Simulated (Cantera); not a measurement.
Charge: 1 mol BCl3, 0.21 mol H2O, a varied amount of N2, 1.8 mol NH3, held at 1375 K and 1.00 bar.

Method: chemical equilibrium by Gibbs-energy minimisation in Cantera with the NASA 1993 tables (ideal gas, pure condensed phases). Candidate condensed phases: B, BN, B2O3, B3O3H3, H2O, NH4Cl; 49 gas species. Mutual solubility and eutectic melting of coexisting phases are not modelled. The tables' values for BOCl are old estimates; treat these amounts as uncertain. Gases not in the tables: H3BO3. Kinetics and transport are ignored.

At 3.5 mol N2, list the 7 most abundant gas species with their mole fractions, and the condensed phases.

N2 0.474, HCl 0.358, H2 0.167, H2O 0.00107, HBO2 0.000236, BCl3 9.56e-5, B3O3Cl3 3.08e-5. Condensed: BN(s) + B2O3(l).
